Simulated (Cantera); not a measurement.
Input: 1 mol BN, 2 mol O2, 20 mol N2, held at 800 °C and 1.33 mbar.

Cantera equilibrium calculation (NASA polynomials, part measured and part estimated; ideal gas, pure solids and liquids). Candidate condensed phases: B, BN, B2O3; 17 gas species. Kinetics and transport are ignored.

Base state: N2 0.943, O2 0.0575, NO 3.78e-5 (mole fractions); condensed: B2O3(l).

Q: What changes in the equilibrium state with this change: BN replaced by Si3N4?

A: 
```json
[
 {"species": "N2", "before": "0.943", "after": "1.00"},
 {"species": "O2", "before": "0.0575", "after": "<1e-9"},
 {"species": "NO", "before": "3.78e-5", "after": "<1e-9"},
 {"species": "B2O3(l), mol", "before": "0.500", "after": "0"},
 {"species": "SiO2(β-quartz), mol", "before": "0", "after": "1.67"},
 {"species": "Si2N2O(s), mol", "before": "0", "after": "0.667"}
]
```
Mutual solubility and eutectic melting of coexisting phases are not modelled. Further candidate phases: Si, SiO2, Si2N2O, Si3N4.
